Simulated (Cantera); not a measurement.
Mixture: C2H4 : O2 : N2 : CO2 = 1 : 4.69 : 17.6 : 2 (molar parts), equivalence ratio 0.64, at 3.50 bar, adiabatic and at constant volume. Ignition delay is the time to a rise of 400 K.

Model: GRI-Mech 3.0 (53 species, 325 reactions), integrated in Cantera. GRI-Mech 3.0 was tuned for natural gas; its chemistry of ethylene as a main component is partial and can be far from experiment.

Question: Predict: delay at 1050 K; delay at 1150 K; delay at 1250 K; delay at 1350 K; apparent activation energy between 1300 and 1400 K.

Answer: 
- delay at 1050 K: 50.3 ms
- delay at 1150 K: 2.58 ms
- delay at 1250 K: 0.197 ms
- delay at 1350 K: 37.5 µs
- apparent activation energy between 1300 and 1400 K: 170 kJ/mol
